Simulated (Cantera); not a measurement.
Feed: 1 mol SiCl₄, 0.044 mol CH₄, 330 mol H₂, held at 0.100 bar.

Cantera equilibrium calculation (NASA polynomials, part measured and part estimated; ideal gas, pure solids and liquids). Candidate condensed phases: C, C₆H₆, C₇H₈, C₈H₁₈, Si, SiC; 109 gas species. Mutual solubility and eutectic melting of coexisting phases are not modelled. The numbers say what is thermodynamically allowed, not how fast it happens.

At 1373 K, list the 4 most abundant gas species with their mole fractions, and the condensed phases.

H₂ 0.988, HCl 0.0113, SiCl₂ 0.000369, H 1.05e-5. Condensed: Si(s) + SiC(s).
